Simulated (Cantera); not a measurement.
Feed: 1 mol CH3F, 1.9 mol CH4, held at 1950 °C and 4.90 mbar.

Equilibrium computed with Cantera from the NASA thermochemical tables; the gas is ideal and each condensed phase is pure. Candidate condensed phases: C, C6H6, C7H8, C8H18; 95 gas species. Equilibrium is a limit: real reactors are often held back by kinetics, nucleation or transport.

Base state: H2 0.753, HF 0.166, H 0.0794, C2H2 (acetylene) 0.00218, F 1.62e-5 (mole fractions); condensed: C(graphite).

Problem. What changes in the equilibrium state with this change: temperature from 1950 °C to 2425 °C?

Solution. 
```csv
species,before,after
H,0.0794,0.489
H2,0.753,0.369
HF,0.166,0.129
C5,<1e-9,1.16e-5
C2,6.85e-8,0.000167
C3,7.82e-7,0.00175
C,4.67e-7,0.000422
CH,7.22e-8,1.40e-5
"C(graphite), mol",2.87,2.70
```
